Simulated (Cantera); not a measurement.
Input (Python, Cantera) and output of one run.

```python
import numpy as np
import cantera as ct

gas_names = [...]  # 127 gases of nasa_gas.yaml made of C, Fe, H, O, S
cond_names = """
    C(gr) C6H6(L) C7H8(L) C8H18(L),n-octa Fe(a) Fe(c) Fe(d) Fe(L) FeC5O5(L) FeO(s) FeO(L) Fe(OH)2(s)
    Fe(OH)3(s) FeS(a) FeS(b) FeS(c) FeS(L) FeSO4(s) FeS2(s) Fe2O3(s) Fe2S3O12(s) Fe3O4(s) H2O(s) H2O(L)
    H2SO4(L) S(cr1) S(cr2) S(L)
""".split()


# ... load() reads the species with a 1 bar reference pressure and builds the phases ...
atoms = {
    'Fe2O3': {'Fe': 2, 'O': 3},
    'H2S': {'H': 2, 'S': 1},
    'CO2': {'C': 1, 'O': 2},
}
top_T = {'C(gr)': 4500, 'FeSO4(s)': 950, 'FeS2(s)': 1010, 'Fe2O3(s)': 1830, 'Fe2S3O12(s)': 1100, 'Fe3O4(s)': 1870}  # K; cautious upper limits of use, not melting points


# ... equilibrate(T, P, feed) seeds the gas with the atoms and calls Mixture.equilibrate('TP', solver="vcs", rtol=1e-11, max_steps=5000) ...
results = []
feed = {'Fe2O3': 1, 'H2S': 0.34, 'CO2': 0.13}  # mol
P = 94000  # Pa
for T in [998, 1073, 1148, 1223, 1298, 1373, 1448, 1523, 1598, 1673, 1748, 1823]:
    mix = equilibrate(T, P, feed)
    results.append((T, P, feed, dict(zip(mix.species_names, mix.species_moles))))
    x = sorted(zip(gas.X, gas.species_names), reverse=True)
    print(f"T = {T:g} K  P = {P:g} Pa  gas = {mix.phase_moles(0):.4g} mol")
    print("   x: " + "  ".join(f"{s} {v:.3e}" for v, s in x if v > 1e-05))
    print("   condensed (mol): " + ("  ".join(f"{mix.phase(i).name} {mix.phase_moles(i):.4g}"
          for i in range(1, mix.n_phases) if mix.phase_moles(i) > 1e-12) or "none"))
```

Result:

```
T = 998 K  P = 94000 Pa  gas = 0.6043 mol
   x: H2O 5.497e-01  CO2 2.147e-01  SO2 2.145e-01  H2S 1.182e-02  S2 7.173e-03  H2 1.037e-03  S2O 6.555e-04  CO 2.799e-04  COS 1.008e-04
   condensed (mol): FeS(c) 0.1937  Fe3O4(s) 0.6021
T = 1073 K  P = 94000 Pa  gas = 0.6049 mol
   x: H2O 5.476e-01  CO2 2.141e-01  SO2 2.122e-01  H2S 1.247e-02  S2 9.934e-03  H2 1.984e-03  S2O 8.059e-04  CO 7.161e-04  COS 1.421e-04  SO 2.634e-05
   condensed (mol): FeS(c) 0.191  Fe3O4(s) 0.603
T = 1148 K  P = 94000 Pa  gas = 0.6057 mol
   x: H2O 5.448e-01  CO2 2.128e-01  SO2 2.098e-01  S2 1.317e-02  H2S 1.307e-02  H2 3.497e-03  CO 1.614e-03  S2O 9.627e-04  COS 1.913e-04  SO 6.844e-05  SH 1.767e-05
   condensed (mol): FeS(c) 0.1877  Fe3O4(s) 0.6041
T = 1223 K  P = 94000 Pa  gas = 0.6068 mol
   x: H2O 5.409e-01  CO2 2.107e-01  SO2 2.073e-01  S2 1.684e-02  H2S 1.361e-02  H2 5.753e-03  CO 3.273e-03  S2O 1.123e-03  COS 2.472e-04  SO 1.579e-04  SH 4.135e-05
   condensed (mol): FeS(c) 0.1839  Fe3O4(s) 0.6054
T = 1298 K  P = 94000 Pa  gas = 0.6084 mol
   x: H2O 5.358e-01  CO2 2.073e-01  SO2 2.049e-01  S2 2.089e-02  H2S 1.407e-02  H2 8.927e-03  CO 6.060e-03  S2O 1.284e-03  SO 3.304e-04  COS 3.077e-04  SH 8.754e-05
   condensed (mol): FeS(c) 0.1793  Fe3O4(s) 0.6069
T = 1373 K  P = 94000 Pa  gas = 0.6105 mol
   x: H2O 5.292e-01  SO2 2.028e-01  CO2 2.022e-01  S2 2.524e-02  H2S 1.443e-02  H2 1.317e-02  CO 1.036e-02  S2O 1.444e-03  SO 6.370e-04  COS 3.696e-04  SH 1.702e-04
   condensed (mol): FeS(c) 0.1741  Fe3O4(s) 0.6086
T = 1448 K  P = 94000 Pa  gas = 0.7928 mol
   x: H2O 4.148e-01  SO2 3.893e-01  CO2 1.558e-01  S2 1.509e-02  H2 8.967e-03  CO 7.986e-03  H2S 5.038e-03  SO 1.346e-03  S2O 1.337e-03  SH 1.522e-04  COS 1.478e-04
   condensed (mol): FeO(s) 1.825  Fe3O4(s) 0.0582
T = 1523 K  P = 94000 Pa  gas = 0.8061 mol
   x: H2O 4.127e-01  SO2 4.119e-01  CO2 1.535e-01  H2 7.723e-03  CO 7.711e-03  S2 3.042e-03  SO 1.524e-03  H2S 1.345e-03  S2O 4.071e-04  SH 8.591e-05  COS 4.477e-05
   condensed (mol): FeO(s) 1.976  Fe3O4(s) 0.007999
T = 1598 K  P = 94000 Pa  gas = 0.8085 mol
   x: SO2 4.155e-01  H2O 4.123e-01  CO2 1.523e-01  CO 8.480e-03  H2 7.659e-03  SO 1.846e-03  S2 1.069e-03  H2S 5.647e-04  S2O 1.838e-04  SH 6.675e-05  COS 2.112e-05  Fe(OH)2 1.543e-05  OH 1.007e-05
   condensed (mol): FeO(s) 2
T = 1673 K  P = 94000 Pa  gas = 0.8091 mol
   x: SO2 4.160e-01  H2O 4.115e-01  CO2 1.506e-01  CO 1.008e-02  H2 8.332e-03  SO 2.394e-03  S2 5.873e-04  H2S 3.354e-04  S2O 1.158e-04  SH 6.628e-05  Fe(OH)2 2.739e-05  OH 2.547e-05  COS 1.389e-05  H 1.072e-05
   condensed (mol): FeO(L) 2
T = 1748 K  P = 94000 Pa  gas = 0.8096 mol
   x: SO2 4.161e-01  H2O 4.111e-01  CO2 1.493e-01  CO 1.125e-02  H2 8.573e-03  SO 2.886e-03  S2 2.778e-04  H2S 1.794e-04  S2O 6.525e-05  OH 6.105e-05  SH 5.810e-05  Fe(OH)2 4.386e-05  H 2.182e-05
   condensed (mol): FeO(L) 2
T = 1823 K  P = 94000 Pa  gas = 0.8099 mol
   x: SO2 4.161e-01  H2O 4.111e-01  CO2 1.485e-01  CO 1.199e-02  H2 8.486e-03  SO 3.296e-03  OH 1.388e-04  S2 1.201e-04  H2S 9.037e-05  Fe(OH)2 6.744e-05  SH 4.688e-05  H 4.117e-05  S2O 3.438e-05  SO3 1.303e-05  O2 1.106e-05  S 1.009e-05
   condensed (mol): FeO(L) 2
```

Method: chemical equilibrium by Gibbs-energy minimisation in Cantera with the NASA 1993 tables (ideal gas, pure condensed phases). Mutual solubility and eutectic melting of coexisting phases are not modelled. The tables' stoichiometric FeO is somewhat more stable than real wüstite, so its field is too wide. FeO, FeS: taken at fixed stoichiometry. Gases not in the tables: S3 to S7.
